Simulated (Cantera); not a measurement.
An isothermal, constant-pressure homogeneous reactor starts with 0.760 % CH3OH, 0.478 % O2, 97.5 % N2, 1.27 % CH4, at 1275 K and 100000 Pa.

Computed with Cantera and GRI-Mech 3.0 (53 species, 325 reactions). GRI-Mech 3.0 was tuned for natural gas; its chemistry of methanol as a main component is partial and can be far from experiment.

One state of this run: x CH3OH = 1.81e-8; x O2 = 0.000134; x H2O = 0.00638; x H2 = 0.0152; x CO = 0.00948; x CH2 = 5.11e-11. x: mole fraction; the columns are a selection and need not sum to one.

### Question
Which value of t (s) does it belong to?
A. 0.00316
B. 0.000215
C. 2.61
D. 10.0

### Answer
C, 2.61
